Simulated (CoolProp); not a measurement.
R1132(E) along the isobar 6.5 MPa: density (kg/m³) from the reference equation and from simpler models built on Tc = 348.8 K, pc = 5.174 MPa, ω = 0.245; each cubic takes its own stable root.

Model: reference Helmholtz-energy equation of state, Akasaka 2024, in CoolProp.

```tsv
T (K)	phase	reference
290.5	liquid	971.5
295.8	liquid	954.3
301.1	liquid	936.3
306.4	liquid	917.3
311.7	liquid	897.2
317.1	liquid	875.1
322.4	liquid	851.8
327.7	liquid	826.3
333	liquid	797.9
338.3	liquid	765.7
343.6	liquid	727.7
```

Problem. How far does each simpler model (van der Waals, Redlich-Kwong, Soave-Redlich-Kwong, Peng-Robinson) lie from the reference over these 11 states: mean and median of the absolute difference, and the worst?

Solution. 
- van der Waals: mean 36.5 %, median 36.8 %, worst -37.6 % at 290.5 K and 6.5 MPa
- Redlich-Kwong: mean 16.5 %, median 16.4 %, worst -19.3 % at 343.6 K and 6.5 MPa
- Soave-Redlich-Kwong: mean 13.9 %, median 13.5 %, worst -18.2 % at 343.6 K and 6.5 MPa
- Peng-Robinson: mean 3.3 %, median 2.5 %, worst -9.0 % at 343.6 K and 6.5 MPa
